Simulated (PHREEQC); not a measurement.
Solution (20 °C): 0.0012 mol/kgw CdCl2. Closed to the air; pH follows from the charge balance.

All values are PHREEQC results (ion-association model, wateq4f.dat), not measurements.

```yaml
pH: 6.48
ionic_strength: 0.00326 mol/kgw
```

```tsv
species	molality	activity	log γ
Cl-	0.00223	0.00209	-0.027
Cd+2	0.00103	0.000805	-0.107
CdCl+	0.000168	0.000158	-0.027
CdCl2	1.35e-6	1.36e-6	0.000
H+	3.49e-7	3.30e-7	-0.025
CdOHCl	1.78e-7	1.78e-7	0.000
```

No solid was allowed to form.
